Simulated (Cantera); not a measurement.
A closed system holds: 1 mol Al(CH3)3, 0.82 mol NH3, 17 mol N2, at 377 °C and 1.00 bar.

Cantera equilibrium calculation (NASA polynomials, part measured and part estimated; ideal gas, pure solids and liquids). Candidate condensed phases: Al, AlN, C, C6H6, C7H8, C8H18; 97 gas species. The feed counts by its element totals alone. Kinetics and transport are ignored.

Base state: N2 0.828, CH4 0.108, H2 0.0644, NH3 0.000278 (mole fractions); condensed: AlN(s) + C(graphite).

Question: What changes in the equilibrium state with this change: N2 from 17 to 100 mol?

Answer: 
| species | before | after |
|---|---|---|
| N2 | 0.828 | 0.960 |
| H2 | 0.0644 | 0.0243 |
| CH4 | 0.108 | 0.0153 |
| NH3 | 0.000278 | 6.95e-5 |
| AlN(s), mol | 1.00 | 1.00 |
| C(graphite), mol | 0.797 | 1.40 |

Question: What changes in the equilibrium state with this change: temperature from 377 °C to 675 °C?

Answer: 
```csv
species,before,after
N2,0.828,0.754
H2,0.0644,0.236
CH4,0.108,0.00956
NH3,0.000278,8.34e-5
"AlN(s), mol",1.00,1.00
"C(graphite), mol",0.797,2.79
```
